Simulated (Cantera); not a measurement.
An adiabatic, constant-pressure homogeneous reactor starts with CH4 : C2H6 : O2 : N2 = 1 : 0.12 : 0.968 : 3.64 (molar parts), equivalence ratio 2.5, at 1773 K and 19.0 bar. Integrator tolerance rtol = 1e-08.

Model: GRI-Mech 3.0 (53 species, 325 reactions), integrated in Cantera. The pressure lies above the range GRI-Mech 3.0 was tuned for (to about 10 atm).

Problem. What does this change do: pressure from 19.0 bar to 16.0 bar?

Solution. 
```tsv
quantity	before	after
time of steepest temperature rise	6.38 µs	7.27 µs
temperature at 0.400 s	2556 K	2554 K
equilibrium temperature	2556 K	2554 K
x(CH4) at 0.400 s	2.30e-8 (gas-phase equilibrium 2.58e-8)	1.64e-8 (gas-phase equilibrium 1.84e-8)
x(C2H6) at 0.400 s	<1e-12 (gas-phase equilibrium <1e-12)	<1e-12 (gas-phase equilibrium <1e-12)
x(O2) at 0.400 s	4.26e-7 (gas-phase equilibrium 4.26e-7)	4.98e-7 (gas-phase equilibrium 4.98e-7)
x(C2H4) at 0.400 s	<1e-12 (gas-phase equilibrium <1e-12)	<1e-12 (gas-phase equilibrium <1e-12)
x(CH3) at 0.400 s	6.17e-9 (gas-phase equilibrium 6.92e-9)	4.76e-9 (gas-phase equilibrium 5.34e-9)
```

Problem. What does this change do: constant volume in place of constant pressure?

Solution. 
| quantity | before | after |
|---|---|---|
| time of steepest temperature rise | 6.38 µs | 5.34 µs |
| temperature at 0.400 s | 2556 K | 2841 K |
| equilibrium temperature | 2556 K | 2841 K |
| x(CH4) at 0.400 s | 2.30e-8 (gas-phase equilibrium 2.58e-8) | 3.45e-8 (gas-phase equilibrium 3.85e-8) |
| x(C2H6) at 0.400 s | <1e-12 (gas-phase equilibrium <1e-12) | <1e-12 (gas-phase equilibrium <1e-12) |
| x(O2) at 0.400 s | 4.26e-7 (gas-phase equilibrium 4.26e-7) | 2.31e-6 (gas-phase equilibrium 2.31e-6) |
| x(C2H4) at 0.400 s | <1e-12 (gas-phase equilibrium <1e-12) | <1e-12 (gas-phase equilibrium <1e-12) |
| x(CH3) at 0.400 s | 6.17e-9 (gas-phase equilibrium 6.92e-9) | 1.79e-8 (gas-phase equilibrium 2.00e-8) |
